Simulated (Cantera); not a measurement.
Feed: 1 mol C2H6, 0.066 mol H2O, 0.92 mol N2, equilibrated at 100 Torr.

Cantera equilibrium calculation (NASA polynomials, part measured and part estimated; ideal gas, pure solids and liquids). Candidate condensed phases: C, C6H6, C7H8, C8H18, H2O; 136 gas species. Equilibrium is a limit: real reactors are often held back by kinetics, nucleation or transport.

x: gas mole fraction; n: condensed amount in mol.

| T (K) | x H2 | x N2 | x CH4 | x CO | x H2O | x CO2 | x NH3 | n C(graphite) |
|---|---|---|---|---|---|---|---|---|
| 798 | 0.655 | 0.248 | 0.0795 | 0.00538 | 0.0116 | 0.000407 | 0.000107 | 1.68 |
| 873 | 0.717 | 0.235 | ? | ? | ? | ? | ? | 1.83 |
| 948 | 0.741 | 0.230 | 0.0126 | 0.0150 | 0.00143 | 5.24e-5 | 3.41e-5 | 1.89 |
| 1023 | 0.750 | 0.228 | 0.00562 | 0.0159 | 0.000436 | 1.21e-5 | 2.07e-5 | 1.91 |
| 1098 | 0.753 | 0.228 | 0.00276 | 0.0162 | 0.000149 | 3.19e-6 | 1.34e-5 | 1.92 |
| 1173 | 0.755 | 0.227 | ? | 0.0163 | ? | ? | ? | 1.93 |
| 1248 | 0.756 | 0.227 | 0.000849 | 0.0163 | 2.52e-5 | 3.49e-7 | 6.43e-6 | 1.93 |

Question: What belongs in the gaps?

Answer: 
- 1173, x CH4: 0.00148
- 1173, x H2O: 5.81e-5
- 1173, x CO2: 9.82e-7
- 1173, x NH3: 9.07e-6
- 873, x CH4: 0.0308
- 873, x CO: 0.0117
- 873, x H2O: 0.00476
- 873, x CO2: 0.000207
- 873, x NH3: 5.96e-5
